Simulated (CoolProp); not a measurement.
Vapour-liquid equilibrium of methane (1) + ethane (2) at -97.05 °C; x and y are mole fractions of (1).

Model: multi-fluid Helmholtz-energy mixture model, Setzmann 1991 and Bücker 2006; pair parameters Kunz 2012, in CoolProp.

Problem. Give the bubble pressure and the first vapour's composition at x = 0.575, 0.725, 0.875. Is there an azeotrope?

Solution. x = 0.575: 1593 kPa, y = 0.967; x = 0.725: 1976 kPa, y = 0.977; x = 0.875: 2406 kPa, y = 0.988. No azeotrope shows between x = 0.05 and 0.95.

The pair parameters rest on a limited set of measurements; away from them the model extrapolates. The gap from Raoult's law changes sign with composition, which may be real or a fault of the pair parameters; it wasn't checked against measurements.
